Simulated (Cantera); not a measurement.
An isothermal, constant-pressure homogeneous reactor starts with 4.76 % C2H6, 95.2 % H2, at 1125 K and 0.217 atm.

Computed with Cantera and GRI-Mech 3.0 (53 species, 325 reactions). GRI-Mech 3.0 stops at C3 and has no aromatics, soot or wall deposition, so with more carbon than oxygen in the feed, carbon stays in small species such as C2H2 where larger ones or solid carbon would form.

Q: Predict: x(C2H6) at 60.0 s; x(H2) at 60.0 s; x(CH4) at 60.0 s; x(C2H4) at 60.0 s; x(C2H2) at 60.0 s; x(CH3) at 60.0 s.

A: 
| Item | Result |
|---|---|
| x(C2H6) at 60.0 s | 0.000595 (gas-phase equilibrium 4.70e-6) |
| x(H2) at 60.0 s | 0.915 (gas-phase equilibrium 0.905) |
| x(CH4) at 60.0 s | 0.0758 (gas-phase equilibrium 0.0951) |
| x(C2H4) at 60.0 s | 0.00772 (gas-phase equilibrium 5.98e-5) |
| x(C2H2) at 60.0 s | 0.000958 (gas-phase equilibrium 7.14e-6) |
| x(CH3) at 60.0 s | 1.23e-6 (gas-phase equilibrium 1.76e-7) |
